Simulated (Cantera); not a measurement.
An adiabatic, constant-volume homogeneous reactor starts with 45.6 % H2, 11.4 % O2, 42.8 % N2, 0.178 % NO, at 950 K and 100000 Pa.

Computed with Cantera and GRI-Mech 3.0 (53 species, 325 reactions). The mechanism lacks 2 NO + O2 → 2 NO2 and HONO, so NO2 and the effect of NO are under-described below about 1400 K.

Predict: time of steepest temperature rise; temperature at 7.00 s; equilibrium temperature; x(H2) at 7.00 s; x(O2) at 7.00 s; x(NO) at 7.00 s; x(OH) at 7.00 s; x(H) at 7.00 s; x(O) at 7.00 s.


| Quantity | Value |
|---|---|
| time of steepest temperature rise | 0.405 ms |
| temperature at 7.00 s | 2784 K |
| equilibrium temperature | 2784 K |
| x(H2) at 7.00 s | 0.244 (gas-phase equilibrium 0.244) |
| x(O2) at 7.00 s | 0.000165 (gas-phase equilibrium 0.000165) |
| x(NO) at 7.00 s | 0.000787 (gas-phase equilibrium 0.000787) |
| x(OH) at 7.00 s | 0.00664 (gas-phase equilibrium 0.00664) |
| x(H) at 7.00 s | 0.0237 (gas-phase equilibrium 0.0237) |
| x(O) at 7.00 s | 0.000406 (gas-phase equilibrium 0.000406) |
